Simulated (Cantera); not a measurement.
# Adiabatic ignition

An adiabatic, constant-volume homogeneous reactor starts with C₂H₄ : O₂ : N₂ : H₂O = 1 : 5.77 : 21.7 : 6 (molar parts), at 1650 K and 4.93 atm.

Model: GRI-Mech 3.0 (53 species, 325 reactions), integrated in Cantera. GRI-Mech 3.0 was tuned for natural gas; its chemistry of ethylene as a main component is partial and can be far from experiment.

| t (s) | T (K) | P (bar) | x C₂H₄ | x O₂ | x H₂O | x NO | x CO |
|---|---|---|---|---|---|---|---|
| 2.00e-6 | 1650 | 5.00 | 0.0289 | 0.167 | 0.174 | <1e-12 | 2.41e-5 |
| 6.32e-6 | 2268 | 7.11 | 2.77e-9 | 0.0939 | 0.206 | 5.54e-6 | 0.0382 |
| 2.00e-5 | 2638 | 8.08 | <1e-12 | 0.0787 | 0.218 | 0.000130 | 0.00539 |
| 6.32e-5 | 2643 | 8.09 | <1e-12 | 0.0784 | 0.219 | 0.000538 | 0.00499 |
| 0.000200 | 2641 | 8.08 | <1e-12 | 0.0778 | 0.219 | 0.00177 | 0.00497 |
| 0.000632 | 2635 | 8.06 | <1e-12 | 0.0762 | 0.219 | 0.00514 | 0.00490 |
| 0.00200 | 2624 | 8.03 | <1e-12 | 0.0733 | 0.219 | 0.0112 | 0.00477 |
| 0.00632 | 2619 | 8.01 | <1e-12 | 0.0717 | 0.220 | 0.0144 | 0.00470 |
| 0.0200 | 2618 | 8.01 | <1e-12 | 0.0717 | 0.220 | 0.0145 | 0.00470 |
| 0.0632 | 2618 | 8.01 | <1e-12 | 0.0717 | 0.220 | 0.0145 | 0.00470 |
| 0.200 | 2618 | 8.01 | <1e-12 | 0.0717 | 0.220 | 0.0145 | 0.00470 |
| 0.632 | 2618 | 8.01 | <1e-12 | 0.0717 | 0.220 | 0.0145 | 0.00470 |
| 2.00 | 2618 | 8.01 | <1e-12 | 0.0717 | 0.220 | 0.0145 | 0.00470 |
x: mole fraction; the columns are a selection and need not sum to one.

The time of steepest temperature rise is 5.21 µs and the temperature at 2.00 s is 2618 K. The equilibrium temperature is 2618 K and the x(C₂H₄) at 2.00 s is <1e-12 (gas-phase equilibrium <1e-12). The x(O₂) at 2.00 s is 0.0717 (gas-phase equilibrium 0.0717) and the x(H₂O) at 2.00 s is 0.220 (gas-phase equilibrium 0.220).
